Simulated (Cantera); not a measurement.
An isothermal plug-flow reactor at 575 K and 1.00 bar (inlet), inlet velocity 0.28 m/s, active area per volume 320 1/m; feed 0.481 % H₂, 16.4 % O₂, 80.9 % N₂, 2.25 % H₂O.

Computed with Cantera and Deutschmann's 1995 Pt surface mechanism with GRI-Mech 3.0 gas chemistry. Catalytic surfaces can have several steady states; this one follows from the mechanism file's or the stated starting coverage. Mass transfer to the wall is taken as infinitely fast.

Task: Predict: x(H₂) at z = 0.049 m; x(O₂) at z = 0.049 m; x(H₂O) at z = 0.049 m; θ(O*) at the exit; θ(OH*) at the exit.

Result: 
```json
{
 "x(H₂) at z = 0.049 m": "5.66e-5",
 "x(O₂) at z = 0.049 m": "0.162",
 "x(H₂O) at z = 0.049 m": "0.0273",
 "θ(O*) at the exit": "0.997",
 "θ(OH*) at the exit": "0.00240"
}
```
